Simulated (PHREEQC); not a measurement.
Dissolve 0.0016 mol/kgw Pb(NO3)2, 8.3e-05 mol/kgw CaCl2, 6.1e-05 mol/kgw NaF and 4.9e-05 mol/kgw Na2SO4 at 25 °C. Closed to the air; pH follows from the charge balance.

The numbers come from PHREEQC with the ion-association model, wateq4f.dat.

```json
{
  "pH": "5.34",
  "ionic_strength": "0.00507 mol/kgw"
}
```

| species | molality | activity | log γ |
|---|---|---|---|
| NO3- | 0.00315 | 0.00291 | -0.034 |
| Pb+2 | 0.00152 | 0.00112 | -0.132 |
| Na+ | 0.000159 | 0.000147 | -0.033 |
| Cl- | 0.000159 | 0.000147 | -0.033 |
| Ca+2 | 8.27e-5 | 6.14e-5 | -0.129 |
| F- | 5.94e-5 | 5.50e-5 | -0.034 |
| PbNO3+ | 5.20e-5 | 4.82e-5 | -0.033 |
| SO4-2 | 3.32e-5 | 2.46e-5 | -0.130 |
| PbSO4 | 1.55e-5 | 1.55e-5 | 0.001 |
| PbCl+ | 7.08e-6 | 6.56e-6 | -0.033 |
| PbOH+ | 5.10e-6 | 4.73e-6 | -0.033 |
| H+ | 4.95e-6 | 4.62e-6 | -0.030 |
| PbF+ | 1.18e-6 | 1.09e-6 | -0.033 |
| HF | 3.80e-7 | 3.81e-7 | 0.001 |
| CaSO4 | 3.01e-7 | 3.01e-7 | 0.001 |
| Pb2OH+3 | 2.35e-7 | 1.18e-7 | -0.298 |

Precipitation was switched off in this run. The solution is supersaturated, for example in Larnakite, Anglesite, so a real one may precipitate; this is no full list. Complexes and solids missing from the database can't appear.
